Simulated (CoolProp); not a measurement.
1,2-dichloroethane along the isobar 5620 kPa: density (kg/m³) from the reference equation and from simpler models built on Tc = 561.6 K, pc = 5226 kPa, ω = 0.269; each cubic takes its own stable root.

Computed with CoolProp (reference Helmholtz-energy equation of state, Thol 2015).

```tsv
T (K)	phase	reference
357	liquid	1165
374.9	liquid	1137
392.8	liquid	1107
410.6	liquid	1077
428.5	liquid	1045
446.4	liquid	1011
464.3	liquid	975.2
482.1	liquid	936.6
500	liquid	893.9
```

Problem. How far does each simpler model (van der Waals, Redlich-Kwong, Soave-Redlich-Kwong, Peng-Robinson) lie from the reference over these 9 states: mean and median of the absolute difference, and the worst?

Solution. 
- van der Waals: mean 40.5 %, median 40.5 %, worst -41.4 % at 357 K and 5620 kPa
- Redlich-Kwong: mean 16.4 %, median 16.0 %, worst -18.9 % at 500 K and 5620 kPa
- Soave-Redlich-Kwong: mean 13.1 %, median 12.5 %, worst -15.4 % at 500 K and 5620 kPa
- Peng-Robinson: mean 1.8 %, median 1.1 %, worst -4.4 % at 500 K and 5620 kPa
